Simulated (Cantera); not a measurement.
A closed system holds: 1 mol borazine, 0.24 mol N2, equilibrated at 775 K and 9.40 mbar.

These are equilibrium values from Cantera (NASA tables, ideal gas, pure condensed phases), not measurements of a reactor. Candidate condensed phases: B, BN; 15 gas species. The feed counts by its element totals alone. Rates play no part.

Base state: H2 0.926, N2 0.0741 (mole fractions); condensed: BN(s).

Problem. What changes in the equilibrium state with this change: borazine replaced by B2H6?

Solution. 
```
species     before  after
----------  ------  -----
H2           0.926   1.00
N2          0.0741  <1e-9
BN(s), mol    3.00  0.480
B(s), mol        0   1.52
```
N2 is the only nitrogen source here; it is nearly inert below about 1500 K, so the nitride shown seldom forms there in practice.
